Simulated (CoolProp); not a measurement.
Computed with CoolProp (reference Helmholtz-energy equation of state, Gao 2016).

### Question
For sulfur dioxide, give the phase and the density (kg/m³), cp (kJ/(kg K)), cv (kJ/(kg K)), isothermal compressibility (1/MPa) at 296.3 K and 350 bar; 448.8 K and 350 bar.

### Answer
- 296.3 K and 350 bar: liquid; density 1430, cp 1.32, cv 0.805, isothermal compressibility 0.00103
- 448.8 K and 350 bar: supercritical; density 1040, cp 1.45, cv 0.748, isothermal compressibility 0.00545
